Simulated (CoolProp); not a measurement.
Values from CoolProp's reference Helmholtz-energy equation of state, Lemmon 2006. It is a short technical equation, of lower accuracy than the large ones.

Give the vapour pressure (MPa), liquid density (kg/m³), enthalpy of vaporisation (kJ/kg), vapour Z of saturated acetone at 321.7, 380.3, 393.3 K.


| T (K) | p (MPa) | liquid density (kg/m³) | enthalpy of vaporisation (kJ/kg) | vapour Z |
|---|---|---|---|---|
| 321.7 | 0.0778 | 758 | 510 | 0.956 |
| 380.3 | 0.446 | 684 | 439 | 0.873 |
| 393.3 | 0.607 | 666 | 421 | 0.846 |
